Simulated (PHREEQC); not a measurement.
Solution (25 °C): 0.11 mol/kgw CuSO4, 0.0027 mol/kgw H2SO4 and 0.099 mol/kgw FeCl3. Closed to the air; pH follows from the charge balance.

The numbers come from PHREEQC with the ion-association model, wateq4f.dat.

Each row changes one thing in this solution. No solid was allowed to form.

```json
[
 {"case": "as made", "pH": "2.21", "ionic strength (mol/kgw)": "0.477", "Cu+2 (mol/kgw)": "0.0782", "SO4-2 (mol/kgw)": "0.0231", "CuSO4 (mol/kgw)": "0.0175", "HSO4- (mol/kgw)": "0.00429", "SI of Chalcanthite (CuSO4:5H2O)": "-1.40", "SI of Tenorite (CuO)": "-4.90"},
 {"case": "diluted 2-fold with water", "pH": "2.29", "ionic strength (mol/kgw)": "0.256", "Cu+2 (mol/kgw)": "0.0420", "SO4-2 (mol/kgw)": "0.0125", "CuSO4 (mol/kgw)": "0.00822", "HSO4- (mol/kgw)": "0.00234", "SI of Chalcanthite (CuSO4:5H2O)": "-1.74", "SI of Tenorite (CuO)": "-4.94"},
 {"case": "FeCl3 from 0.099 to 0.149 mol/kgw", "pH": "2.11", "ionic strength (mol/kgw)": "0.618", "Cu+2 (mol/kgw)": "0.0790", "SO4-2 (mol/kgw)": "0.0188", "CuSO4 (mol/kgw)": "0.0117", "HSO4- (mol/kgw)": "0.00408", "SI of Chalcanthite (CuSO4:5H2O)": "-1.57", "SI of Tenorite (CuO)": "-5.13"},
 {"case": "H2SO4 from 0.0027 to 0.00027 mol/kgw", "pH": "2.28", "ionic strength (mol/kgw)": "0.482", "Cu+2 (mol/kgw)": "0.0782", "SO4-2 (mol/kgw)": "0.0232", "CuSO4 (mol/kgw)": "0.0175", "HSO4- (mol/kgw)": "0.00367", "SI of Chalcanthite (CuSO4:5H2O)": "-1.40", "SI of Tenorite (CuO)": "-4.76"},
 {"case": "0.003 mol/kgw CO2 added", "pH": "2.21", "ionic strength (mol/kgw)": "0.477", "Cu+2 (mol/kgw)": "0.0782", "SO4-2 (mol/kgw)": "0.0231", "CuSO4 (mol/kgw)": "0.0175", "HSO4- (mol/kgw)": "0.00429", "SI of Chalcanthite (CuSO4:5H2O)": "-1.40", "SI of Tenorite (CuO)": "-4.90"},
 {"case": "FeCl3 left out", "pH": "2.79", "ionic strength (mol/kgw)": "0.227", "Cu+2 (mol/kgw)": "0.0564", "SO4-2 (mol/kgw)": "0.0557", "CuSO4 (mol/kgw)": "0.0536", "HSO4- (mol/kgw)": "0.00337", "SI of Chalcanthite (CuSO4:5H2O)": "-0.92", "SI of Tenorite (CuO)": "-3.78"},
 {"case": "diluted 100-fold with water", "pH": "3.12", "ionic strength (mol/kgw)": "0.00707", "Cu+2 (mol/kgw)": "0.00102", "SO4-2 (mol/kgw)": "0.000751", "CuSO4 (mol/kgw)": "7.83e-5", "HSO4- (mol/kgw)": "4.28e-5", "SI of Chalcanthite (CuSO4:5H2O)": "-3.78", "SI of Tenorite (CuO)": "-4.52"},
 {"case": "CuSO4 from 0.11 to 0.121 mol/kgw", "pH": "2.24", "ionic strength (mol/kgw)": "0.491", "Cu+2 (mol/kgw)": "0.0844", "SO4-2 (mol/kgw)": "0.0265", "CuSO4 (mol/kgw)": "0.0212", "HSO4- (mol/kgw)": "0.00456", "SI of Chalcanthite (CuSO4:5H2O)": "-1.31", "SI of Tenorite (CuO)": "-4.81"},
 {"case": "FeCl3 from 0.099 to 0.0891 mol/kgw", "pH": "2.25", "ionic strength (mol/kgw)": "0.448", "Cu+2 (mol/kgw)": "0.0776", "SO4-2 (mol/kgw)": "0.0244", "CuSO4 (mol/kgw)": "0.0193", "HSO4- (mol/kgw)": "0.00431", "SI of Chalcanthite (CuSO4:5H2O)": "-1.36", "SI of Tenorite (CuO)": "-4.83"}
]
```

Species that the database lacks are ignored. Some of these states are supersaturated (in Hematite (slow to form), Goethite (slow to form), Fe(OH)3(a), for instance).
